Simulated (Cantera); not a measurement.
# Si3N4 + C + H2 (sublimation and decomposition of ceramics)

Charge: 1 mol Si3N4, 0.13 mol C, 0.046 mol H2, held at 36.0 Pa.

Equilibrium computed with Cantera from the NASA thermochemical tables; the gas is ideal and each condensed phase is pure. Candidate condensed phases: C, C6H6, C7H8, C8H18, Si, SiC, Si3N4; 105 gas species. Mutual solubility and eutectic melting of coexisting phases are not modelled. The tables' values for SiN are old estimates; treat these amounts as uncertain. Rates play no part.

| T (K) | x N2 | x Si | x Si2C | x H | x H2 | x SiC2 | n Si(l) | n SiC(s) |
|---|---|---|---|---|---|---|---|---|
| 1973 | 0.883 | 0.0876 | 0.00214 | 0.00892 | 0.0157 | 7.84e-6 | 2.66 | 0.125 |
| 2023 | 0.809 | 0.158 | 0.00477 | 0.0113 | 0.0128 | 2.59e-5 | 2.45 | 0.118 |
| 2073 | 0.684 | 0.277 | 0.0102 | 0.0131 | 0.00899 | 8.05e-5 | 2.00 | 0.0994 |
| 2123 | 0.478 | 0.472 | 0.0211 | 0.0127 | 0.00449 | 0.000237 | 0.726 | 0.0398 |
| 2173 | 0.406 | 0.543 | 0.0249 | 0.0131 | 0.00264 | 0.000707 | 0 | 0 |
| 2223 | 0.404 | 0.549 | 0.0226 | 0.0145 | 0.00186 | 0.00174 | 0 | 0 |
| 2273 | 0.402 | 0.555 | 0.0189 | 0.0157 | 0.00125 | 0.00346 | 0 | 0 |
| 2323 | 0.399 | 0.560 | 0.0145 | 0.0164 | 0.000819 | 0.00552 | 0 | 0 |
| 2373 | 0.397 | 0.564 | 0.0104 | 0.0169 | 0.000530 | 0.00743 | 0 | 0 |
| 2423 | 0.396 | 0.568 | 0.00716 | 0.0173 | 0.000342 | 0.00889 | 0 | 0 |
| 2473 | 0.394 | 0.571 | 0.00483 | 0.0175 | 0.000222 | 0.00986 | 0 | 0 |
x: gas mole fraction; n: condensed amount in mol.

From 1973 K to 2123 K the condensed part is Si(l) + SiC(s). From 2173 K to 2473 K nothing is condensed. The main Si-bearing gas is Si throughout.
